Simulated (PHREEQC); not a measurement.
2.6 g of hydrous ferric oxide (600 m²/g; 0.2 weak and 0.005 strong sites per Fe, Dzombak-Morel constants, diffuse double layer) in 1 kg of water with 0.01 mol/kgw of an inert sodium salt and 0.00016 mol Na2SeO4, at 25 °C; the pH is set by adding NaOH or the inert anion's acid. Oxygen alone is held at its pressure in air (log pO2 = -0.68). The system is closed to CO2. Precipitation was switched off in this run.

Base run: PHREEQC, ion-association model, wateq4f.dat. Each further column changes one thing. The table gives surface charge σ (C/m²).

```tsv
pH	base	background salt from 0.01 to 0.001 mol/kgw	oxide from 2.6 to 13 g/kgw
3	0.314	0.275	0.342
4.33	0.175	0.107	0.206
5	0.110	0.057	0.128
6.33	0.034	0.014	0.038
7.67	0.006	0.002	0.006
9	-0.013	-0.005	-0.013
9.67	-0.030	-0.013	-0.031
11	-0.103	-0.063	-0.112
```

The oxide is taken as insoluble; below pH 4 it would dissolve.
